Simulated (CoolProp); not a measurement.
Values from CoolProp's reference Helmholtz-energy equation of state, Setzmann 1991.

Task: Give the vapour pressure (bar), liquid density (kg/m³), liquid cp (kJ/(kg K)), surface tension (mN/m) of saturated methane at 150.1 K.

Result: 
```tsv
T (K)	p (bar)	liquid density (kg/m³)	liquid cp (kJ/(kg K))	surface tension (mN/m)
150.1	10.4	358	4.05	5.77
```

Surface tension comes from a separate correlation (Mulero 2012).
